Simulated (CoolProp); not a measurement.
Propane at several states: fugacity coefficient from the reference equation and from simpler models built on Tc = 96.7 °C, pc = 4251 kPa, ω = 0.152; each cubic takes its own stable root.

Computed with CoolProp (reference Helmholtz-energy equation of state, Lemmon 2009).

```csv
T (°C),p (kPa),phase,reference
-110.15,20.9,liquid,0.05489
343.95,694,gas,0.9914
-110.55,16.6,liquid,0.06643
59.05,25500,liquid,0.1372
```

Problem. How far does each simpler model (van der Waals, Peng-Robinson) lie from the reference over these 4 states: mean and median of the absolute difference, and the worst?

Solution. 
- van der Waals: mean 793.6 %, median 734.6 %, worst +1704.9 % at -110.15 °C and 20.9 kPa
- Peng-Robinson: mean 5.5 %, median 6.7 %, worst +8.7 % at -110.55 °C and 16.6 kPa

At some of these states van der Waals gives the other phase, because its saturation line lies elsewhere.
